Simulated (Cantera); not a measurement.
A perfectly stirred reactor is fed with 70.4 % CH₄, 29.6 % H₂O, at 110000 Pa; it is held at 1573 K, and followed from long to short residence time.

Detailed kinetics in Cantera: GRI-Mech 3.0 (53 species, 325 reactions). GRI-Mech 3.0 stops at C3 and has no aromatics, soot or wall deposition, so with more carbon than oxygen in the feed, carbon stays in small species such as C2H2 where larger ones or solid carbon would form.

Problem. Predict: x(CH₄) at τ = 19.0 s; x(H₂O) at τ = 19.0 s; x(C₂H₆) at τ = 19.0 s; x(C₂H₂) at τ = 19.0 s; x(CH₂CO) at τ = 19.0 s; x(CH₄) at τ = 0.200 s; x(H₂O) at τ = 0.200 s; x(C₂H₆) at τ = 0.200 s; x(C₂H₂) at τ = 0.200 s; x(CH₂CO) at τ = 0.200 s.

Solution. 
- x(CH₄) at τ = 19.0 s = 0.0778
- x(H₂O) at τ = 19.0 s = 0.0430
- x(C₂H₆) at τ = 19.0 s = 3.71e-5
- x(C₂H₂) at τ = 19.0 s = 0.0903
- x(CH₂CO) at τ = 19.0 s = 4.23e-6
- x(CH₄) at τ = 0.200 s = 0.270
- x(H₂O) at τ = 0.200 s = 0.212
- x(C₂H₆) at τ = 0.200 s = 0.000278
- x(C₂H₂) at τ = 0.200 s = 0.114
- x(CH₂CO) at τ = 0.200 s = 2.66e-5
